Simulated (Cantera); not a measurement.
Charge: 1 mol Fe3O4, a varied amount of H2, 2 mol N2, held at 975 K and 0.260 bar.

These are equilibrium values from Cantera (NASA tables, ideal gas, pure condensed phases), not measurements of a reactor. Candidate condensed phases: Fe, FeO, Fe(OH)2, Fe(OH)3, Fe2O3, Fe3O4, H2O; 27 gas species. The tables' stoichiometric FeO is somewhat more stable than real wüstite, so its field is too wide. FeO: taken at fixed stoichiometry. Rates play no part.

Which condensed phases are stable at each of these points (n(H2) (mol)): 1.3, 2.4, 4.6, 8.8, 17, 32, 61?


```tsv
n(H2) (mol)	condensed phases	Fe condensed (%)
1.3	FeO(s)	100.0
2.4	FeO(s)	100.0
4.6	FeO(s)	100.0
8.8	Fe(α) + FeO(s)	100.0
17	Fe(α) + FeO(s)	100.0
32	Fe(α)	100.0
61	Fe(α)	100.0
```

From 1.3 mol H2 to 4.6 mol H2 the condensed part is FeO(s). From 8.8 mol H2 to 17 mol H2 the condensed part is Fe(α) + FeO(s). From 32 mol H2 to 61 mol H2 the condensed part is Fe(α).
